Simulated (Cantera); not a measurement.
Feed: 1 mol MgCO3, 0.066 mol SO3, 0.067 mol O2, equilibrated at 6.50 bar.

Method: chemical equilibrium by Gibbs-energy minimisation in Cantera with the NASA 1993 tables (ideal gas, pure condensed phases). Candidate condensed phases: C, Mg, MgCO3, MgO, MgS, MgSO4, S; 26 gas species. Mutual solubility and eutectic melting of coexisting phases are not modelled. Rates play no part.

Question: Which condensed phases are stable at each of these points (T (K)): 623, 698, 773, 848, 923, 998, 1073, 1148, 1223, 1298, 1373, 1448, 1523?

Answer: 
```
T (K)     condensed phases  Mg condensed (%)
-----  -------------------  ----------------
623    MgCO3(s) + MgSO4(s)             100.0
698    MgCO3(s) + MgSO4(s)             100.0
773      MgO(s) + MgSO4(s)             100.0
848      MgO(s) + MgSO4(s)             100.0
923      MgO(s) + MgSO4(s)             100.0
998      MgO(s) + MgSO4(s)             100.0
1073     MgO(s) + MgSO4(s)             100.0
1148     MgO(s) + MgSO4(s)             100.0
1223     MgO(s) + MgSO4(s)             100.0
1298     MgO(s) + MgSO4(s)             100.0
1373                MgO(s)             100.0
1448                MgO(s)             100.0
1523                MgO(s)             100.0
```

From 623 K to 698 K the condensed part is MgCO3(s) + MgSO4(s). From 773 K to 1298 K the condensed part is MgO(s) + MgSO4(s). From 1373 K to 1523 K the condensed part is MgO(s).
